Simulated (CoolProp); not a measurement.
Vapour pressure (MPa) of R22: the reference equation beside estimates from Tc = 369.3 K, pc = 4.990 MPa, ω = 0.221. Clausius-Clapeyron is anchored at 300.3 K with a constant enthalpy of vaporisation of 15.61 kJ/mol.

Values from CoolProp's reference Helmholtz-energy equation of state, Kamei 1995.

| T (K) | reference | Lee-Kesler | Clausius-Clapeyron | van der Waals |
|---|---|---|---|---|
| 282.4 | 0.6657 | 0.6683 | 0.7439 | 1.547 |
| 285.4 | 0.7282 | 0.7311 | 0.7978 | 1.627 |
| 288.4 | 0.7950 | 0.7982 | 0.8543 | 1.710 |
| 291.3 | 0.8639 | 0.8672 | 0.9115 | 1.792 |
| 294.3 | 0.9396 | 0.9431 | 0.9734 | 1.879 |
| 297.3 | 1.020 | 1.024 | 1.038 | 1.969 |
| 300.3 | 1.106 | 1.109 | 1.106 | 2.062 |
| 303.3 | 1.197 | 1.200 | 1.176 | 2.158 |
| 306.3 | 1.293 | 1.296 | 1.250 | 2.256 |
| 309.3 | 1.394 | 1.398 | 1.326 | 2.357 |
| 312.3 | 1.502 | 1.505 | 1.406 | 2.461 |
| 315.3 | 1.616 | 1.618 | 1.489 | 2.567 |
| 318.3 | 1.735 | 1.738 | 1.575 | 2.677 |
| 321.3 | 1.862 | 1.864 | 1.664 | 2.789 |

Absolute difference from the reference over all 14 rows, mean and median: Lee-Kesler 0.3 and 0.3 %, Clausius-Clapeyron 6.0 and 6.0 %, van der Waals 86.3 and 83.4 %.
